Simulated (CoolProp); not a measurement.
1,2-dichloroethane at several states: density (kg/m³) from the reference equation and from simpler models built on Tc = 561.6 K, pc = 5.226 MPa, ω = 0.269; each cubic takes its own stable root.

The numbers come from the reference Helmholtz-energy equation of state, Thol 2015 in CoolProp.

```
T (K)  p (MPa)   phase  reference  van der Waals  Soave-Redlich-Kwong  Peng-Robinson
-----  -------  ------  ---------  -------------  -------------------  -------------
269.3    0.546  liquid       1287          735.2                 1114           1253
450.2     13.9  liquid       1029          641.3                909.0           1024
280.4      0.3  liquid       1271          726.8                 1103           1241
248.3   0.0701  liquid       1315          748.8                 1134           1273
```
